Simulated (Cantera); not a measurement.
Input: 1 mol TiO2, 0.58 mol MgCl2, 0.27 mol O2, at 2125 K and 1 atm.

Method: chemical equilibrium by Gibbs-energy minimisation in Cantera with the NASA 1993 tables (ideal gas, pure condensed phases). Candidate condensed phases: Mg, MgCl2, MgO, MgTiO3, MgTi2O5, Mg2TiO4, Ti, TiCl2, TiCl3, TiCl4, TiO, TiO2, Ti2O3, Ti3O5, Ti4O7; 20 gas species. Mutual solubility and eutectic melting of coexisting phases are not modelled. Condensed phases not in the tables: alloys, solid solutions and most ternary compounds. Rates play no part.

Base state: Cl 0.406, MgCl2 0.321, O2 0.141, Cl2 0.125, TiCl4 0.00389, ClO 0.00212, TiOCl2 0.000922, O 0.000616 (mole fractions); condensed: MgTi2O5(l) + TiO2(rutile).

What changes in the equilibrium state with this change: O2 from 0.27 to 0.1 mol?


```
species              before     after
-----------------  --------  --------
MgCl2                 0.321     0.557
Cl                    0.406     0.328
Cl2                   0.125    0.0812
O2                    0.141    0.0198
TiCl4               0.00389    0.0117
TiCl3              0.000150  0.000560
ClO                 0.00212  0.000640
O                  0.000616  0.000231
MgTi2O5(l), mol       0.298     0.190
TiO2(rutile), mol     0.400     0.610
```

What changes in the equilibrium state with this change: temperature from 2125 K to 850 K?


```json
[
 {"species": "Cl2", "before": "0.125", "after": "1.000"},
 {"species": "O2", "before": "0.141", "after": "0.000330"},
 {"species": "TiCl4", "before": "0.00389", "after": "3.58e-5"},
 {"species": "Cl", "before": "0.406", "after": "2.77e-5"},
 {"species": "MgCl2", "before": "0.321", "after": "1.31e-6"},
 {"species": "TiOCl2", "before": "0.000922", "after": "<1e-9"},
 {"species": "O", "before": "0.000616", "after": "<1e-9"},
 {"species": "TiCl3", "before": "0.000150", "after": "<1e-9"},
 {"species": "ClO", "before": "0.00212", "after": "5.07e-8"},
 {"species": "MgTi2O5(l), mol", "before": "0.298", "after": "0"},
 {"species": "TiO2(rutile), mol", "before": "0.400", "after": "0"},
 {"species": "MgCl2(s), mol", "before": "0", "after": "0.0403"},
 {"species": "MgTiO3(s), mol", "before": "0", "after": "0.0794"},
 {"species": "MgTi2O5(s), mol", "before": "0", "after": "0.460"}
]
```
Condensed phases not in the tables: TiOCl, alloys, solid solutions and most ternary compounds.
